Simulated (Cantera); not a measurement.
**Adiabatic ignition**

An adiabatic, constant-pressure homogeneous reactor starts with 6.76 % CO, 0.743 % H2, 5.34 % CH4, 18.2 % O2, 68.9 % N2, at 1625 K and 1500 Torr.

Model: GRI-Mech 3.0 (53 species, 325 reactions), integrated in Cantera.

```tsv
t (s)	T (K)	x CO	x H2	x CH4	x H2O	x HCN	x O	x NO
3.00e-6	1625	0.0676	0.00743	0.0534	1.84e-6	<1e-12	1.33e-7	<1e-12
7.33e-6	1625	0.0676	0.00743	0.0534	7.36e-6	<1e-12	2.05e-7	<1e-12
1.79e-5	1625	0.0676	0.00743	0.0533	3.60e-5	<1e-12	4.64e-7	<1e-12
4.38e-5	1626	0.0675	0.00742	0.0530	0.000286	<1e-12	2.01e-6	5.43e-12
0.000107	1680	0.0693	0.00970	0.0426	0.00944	5.92e-10	3.74e-5	6.29e-10
0.000262	2752	0.0382	0.00642	<1e-12	0.0964	1.73e-10	0.00859	0.00136
0.000641	2770	0.0365	0.00607	<1e-12	0.0976	3.31e-10	0.00766	0.00559
0.00157	2763	0.0364	0.00609	<1e-12	0.0980	5.04e-10	0.00724	0.0115
0.00383	2760	0.0364	0.00610	<1e-12	0.0982	5.95e-10	0.00700	0.0148
0.00936	2759	0.0364	0.00610	<1e-12	0.0982	6.03e-10	0.00698	0.0151
0.0229	2759	0.0364	0.00610	<1e-12	0.0982	6.03e-10	0.00698	0.0151
0.0560	2759	0.0364	0.00610	<1e-12	0.0982	6.03e-10	0.00698	0.0151
0.137	2759	0.0364	0.00610	<1e-12	0.0982	6.03e-10	0.00698	0.0151
0.335	2759	0.0364	0.00610	<1e-12	0.0982	6.03e-10	0.00698	0.0151
0.818	2759	0.0364	0.00610	<1e-12	0.0982	6.03e-10	0.00698	0.0151
2.00	2759	0.0364	0.00610	<1e-12	0.0982	6.03e-10	0.00698	0.0151
```
x: mole fraction; the columns are a selection and need not sum to one.

```
Quantity                                                             Value
---------------------------------  ---------------------------------------
time of steepest temperature rise                                 0.126 ms
temperature at 2.00 s                                               2759 K
equilibrium temperature                                             2759 K
x(CO) at 2.00 s                      0.0364 (gas-phase equilibrium 0.0364)
x(H2) at 2.00 s                    0.00610 (gas-phase equilibrium 0.00610)
x(CH4) at 2.00 s                     <1e-12 (gas-phase equilibrium <1e-12)
```
